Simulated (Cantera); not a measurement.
What does this Cantera script print?

```python
import numpy as np
import cantera as ct

gas_names = """
    CL CL2 H HCL H2 Si SiCL SiCL2 SiCL3 SiCL4 SiH SiHCL3 SiH2 SiH2CL2 SiH3 SiH3CL SiH4 Si2 Si3
""".split()
cond_names = """
    Si(cr) Si(L)
""".split()


# ... load() reads the species with a 1 bar reference pressure and builds the phases ...
atoms = {
    'SiCl4': {'Si': 1, 'CL': 4},
    'HCl': {'H': 1, 'CL': 1},
    'H2': {'H': 2},
}
top_T = {}  # K; cautious upper limits of use, not melting points


# ... equilibrate(T, P, feed) seeds the gas with the atoms and calls Mixture.equilibrate('TP', solver="vcs", rtol=1e-11, max_steps=5000) ...
results = []
feed = {'SiCl4': 1, 'HCl': 1.9, 'H2': 9.3}  # mol
P = 1900000  # Pa
for T in [923, 973, 1023, 1073, 1123, 1173, 1223, 1273, 1323, 1373, 1423, 1473]:
    mix = equilibrate(T, P, feed)
    results.append((T, P, feed, dict(zip(mix.species_names, mix.species_moles))))

top = {s: max(r[3][s] / sum(r[3][g] for g in gas_names) for r in results) for s in gas_names}
cols = sorted((s for s in top if top[s] > 0.001), key=lambda s: -top[s])[:9]
seen = [c for c in cond_names if any(r[3].get(c, 0) > 1e-12 for r in results)]
print("log10 of partial pressures in bar; condensed amounts in mol")
print(f"{'T/K':>10s}" + "".join(f"{s[:9]:>10s}" for s in cols + seen))
for T, P, feed, n in results:
    ng = sum(n[g] for g in gas_names)
    print(f"{T:10.4g}" + "".join(f"{np.log10(max(n[s] / ng * P / 1e5, 1e-99)):10.3f}" for s in cols)
          + "".join(f"{n.get(c, 0):10.4g}" for c in seen))
```

Result:

```
log10 of partial pressures in bar; condensed amounts in mol
       T/K        H2       HCL     SiCL4    SiHCL3     SiCL3     SiCL2   SiH2CL2
       923     1.160     0.475     0.185    -1.578    -4.384    -7.348    -4.350
       973     1.160     0.477     0.181    -1.387    -3.881    -6.486    -3.936
      1023     1.159     0.480     0.175    -1.219    -3.432    -5.714    -3.568
      1073     1.158     0.484     0.168    -1.070    -3.029    -5.021    -3.240
      1123     1.157     0.488     0.158    -0.939    -2.667    -4.397    -2.948
      1173     1.156     0.494     0.146    -0.824    -2.340    -3.833    -2.687
      1223     1.155     0.500     0.132    -0.724    -2.046    -3.323    -2.455
      1273     1.153     0.508     0.115    -0.638    -1.782    -2.862    -2.250
      1323     1.151     0.516     0.094    -0.565    -1.544    -2.445    -2.069
      1373     1.149     0.526     0.070    -0.506    -1.332    -2.069    -1.911
      1423     1.146     0.537     0.041    -0.460    -1.144    -1.731    -1.777
      1473     1.143     0.549     0.005    -0.428    -0.980    -1.430    -1.666
```

Method: chemical equilibrium by Gibbs-energy minimisation in Cantera with the NASA 1993 tables (ideal gas, pure condensed phases). The tables' values for SiCl3 are old estimates; treat these amounts as uncertain.
